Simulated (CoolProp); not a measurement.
Vapour-liquid equilibrium of n-octane (1) + p-xylene (2) at 0.236 bar; x and y are mole fractions of (1).

The numbers come from the multi-fluid Helmholtz-energy mixture model, Beckmüller 2019 and Zhou 2012; pair parameters Bell 2016 in CoolProp.

```csv
x,"bubble temperature, mixture model (K)","bubble temperature, Raoult's law (K)","y, mixture model","y, Raoult's law"
0.05,363.0,363.6,0.091,0.072
0.2,360.1,361.7,0.301,0.270
0.35,358.1,360.0,0.458,0.444
0.5,356.5,358.3,0.591,0.598
0.65,355.4,356.8,0.714,0.734
0.8,354.4,355.3,0.835,0.856
0.95,353.7,353.9,0.958,0.966
```

The largest gap from Raoult's law is -1.9 K in bubble temperature, at x = 0.35. No azeotrope shows between x = 0.05 and 0.95.

Pair parameters are fitted to limited data, so mixtures are less certain than the pure fluids.
